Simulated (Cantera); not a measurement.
Input: 1 mol SiCl₄, 1 mol Cl₂, 2.1 mol H₂, equilibrated at 1298 K and 1 atm.

Cantera equilibrium calculation (NASA polynomials, part measured and part estimated; ideal gas, pure solids and liquids). Candidate condensed phases: Si; 19 gas species. The tables' values for SiCl₃ are old estimates; treat these amounts as uncertain. Kinetics and transport are ignored.

Base state: HCl 0.497, H₂ 0.260, SiCl₄ 0.234, SiHCl₃ 0.00553, SiCl₃ 0.00354, SiCl₂ 0.000320, SiH₂Cl₂ 1.84e-5 (mole fractions); condensed: gas only.

What changes in the equilibrium state with this change: Cl₂ from 1 to 2.2 mol?


| species | before | after |
|---|---|---|
| HCl | 0.497 | 0.792 |
| SiCl₄ | 0.234 | 0.189 |
| Cl₂ | 5.22e-9 | 0.0180 |
| H₂ | 0.260 | 1.91e-7 |
| SiHCl₃ | 0.00553 | 2.06e-9 |
| SiCl₂ | 0.000320 | <1e-9 |
| SiH₂Cl₂ | 1.84e-5 | <1e-9 |
| SiCl₃ | 0.00354 | 1.53e-6 |
| Cl | 8.75e-7 | 0.00163 |
